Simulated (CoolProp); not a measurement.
Saturation properties of carbon dioxide (Tc = 31.0 °C, pc = 73.77 bar, ω = 0.224).

Values from CoolProp's reference Helmholtz-energy equation of state, Span 1996.

```csv
T (°C),p (bar),vapour density (kg/m³),enthalpy of vaporisation (kJ/kg),surface tension (mN/m)
-46.65,7.800,20.40,334.1,14.2
-39.85,10.10,26.26,322.1,12.6
-32.95,12.91,33.53,309.3,11.1
-26.15,16.21,42.23,295.7,9.66
-19.35,20.09,52.80,281.0,8.24
-12.45,24.69,65.87,264.8,6.85
-5.65,29.92,81.67,247.1,5.53
1.15,35.92,101.3,227.4,4.28
```

Surface tension comes from a separate correlation (Mulero 2012).
